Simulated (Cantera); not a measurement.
Input: 1 mol Ti, 31 mol H2, at 10000 Pa.

These are equilibrium values from Cantera (NASA tables, ideal gas, pure condensed phases), not measurements of a reactor. Candidate condensed phases: Ti; 3 gas species. Kinetics and transport are ignored.

Over these rows the condensed part is Ti(β). Partial pressures as log10 of bar:

```csv
T (K),1000/T (1/K),log p Ti,log p H2
1648,0.6068,-7.53,-1.00
1698,0.5889,-7.11,-1.00
1748,0.5721,-6.70,-1.00
1798,0.5562,-6.32,-1.00
1848,0.5411,-5.97,-1.00
1898,0.5269,?,-1.00
```

Q: Fit log p(Ti) = a + b·(1000/T) to the five rows, give the apparent enthalpy, and predict the row at 1898 K.

A: Means: 1000/T = 0.5730, log p = -6.726. Sxy = -0.064241, Sxx = 0.0026959, so b = -23.83 and a = -6.726 − (-23.83)×0.5730 = 6.93.
Apparent enthalpy: −19.145 × (-23.83) = 456 kJ/mol. The condensed phases alone fix this pressure, through Ti(β) = Ti(g), so the slope is that reaction's ΔH° and the other gases don't enter. The five rows lie within 0.01 of the line.
Prediction at 1898 K: 6.93 + (-23.83)×0.5269 = -5.63. The computed value is -5.63, 0.00 from the line.
